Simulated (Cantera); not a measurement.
A Cantera script and its output.

```python
import numpy as np
import cantera as ct

gas = ct.Solution("h2o2.yaml")
gas.TPX = 475, 120000, {'H2': 1, 'O2': 0.549, 'N2': 2.07}
flame = ct.FreeFlame(gas, width=0.035)
flame.set_refine_criteria(ratio=3, slope=0.08, curve=0.16)
flame.transport_model = "mixture-averaged"
flame.solve(loglevel=0, auto=True)
z, T = flame.grid, flame.T
thick = (T[-1] - T[0]) / np.gradient(T, z).max()
show = ['H2', 'O2', 'HO2', 'H2O2', 'O', 'H2O']
print(f"laminar burning velocity  {flame.velocity[0] * 100:.3f} cm/s")
print(f"burnt temperature         {T[-1]:.1f} K")
print(f"thermal thickness         {thick * 1e3:.4f} mm")
print(f"grid points               {len(z)}")
z0 = z[flame.heat_release_rate.argmax()]
print(f"{'z/mm':>9s}{'T/K':>9s}{'u/(m/s)':>9s}" + "".join(f"{s:>11s}" for s in show))
rows = []
for k in (-3, -2, -1.5, -1, -0.5, -0.25, 0, 0.25, 0.5, 1, 2, 4, 8):
    zz = z0 + k * thick
    rows.append([k * thick, np.interp(zz, z, T), np.interp(zz, z, flame.velocity),
                 *(np.interp(zz, z, flame.X[gas.species_index(s)]) for s in show)])
    print(f"{rows[-1][0] * 1e3:9.3f}{rows[-1][1]:9.1f}{rows[-1][2]:9.3f}" + "".join(f"{x:11.3e}" for x in rows[-1][3:]))
```

Result:

```
laminar burning velocity  448.266 cm/s
burnt temperature         2409.2 K
thermal thickness         0.3327 mm
grid points               114
     z/mm      T/K  u/(m/s)         H2         O2        HO2       H2O2          O        H2O
   -0.998    475.0    4.483  2.763e-01  1.517e-01  4.511e-13  6.733e-15  3.416e-14  2.423e-12
   -0.665    475.0    4.483  2.763e-01  1.517e-01  4.316e-11  7.176e-13  3.003e-12  1.922e-10
   -0.499    475.0    4.483  2.763e-01  1.517e-01  9.879e-10  1.725e-11  5.715e-11  3.792e-09
   -0.333    475.1    4.482  2.761e-01  1.517e-01  1.378e-07  2.558e-09  4.243e-09  3.679e-07
   -0.166    487.9    4.569  2.699e-01  1.528e-01  1.442e-04  4.811e-06  2.347e-06  3.921e-04
   -0.083    722.9    6.564  2.323e-01  1.489e-01  3.224e-04  4.775e-05  2.057e-04  1.973e-02
    0.000   1191.0   10.441  1.404e-01  1.138e-01  1.245e-04  9.886e-06  4.117e-03  1.013e-01
    0.083   1522.2   13.182  6.149e-02  5.991e-02  5.545e-05  4.001e-06  1.050e-02  1.958e-01
    0.166   1687.4   14.520  3.984e-02  4.058e-02  3.265e-05  2.243e-06  1.193e-02  2.282e-01
    0.333   1855.4   15.817  3.424e-02  3.345e-02  2.140e-05  1.141e-06  1.047e-02  2.436e-01
    0.665   2016.1   17.004  3.013e-02  2.930e-02  1.413e-05  6.347e-07  7.846e-03  2.569e-01
    1.331   2160.6   18.035  2.421e-02  2.545e-02  8.816e-06  4.093e-07  5.258e-03  2.712e-01
    2.661   2277.6   18.843  1.755e-02  2.218e-02  5.527e-06  3.034e-07  3.195e-03  2.847e-01
```

Model: the H2/O2 subset of GRI-Mech 3.0, which has no nitrogen chemistry, integrated in Cantera. Burning velocities carry a grid error of a few per cent, more on coarse grids.
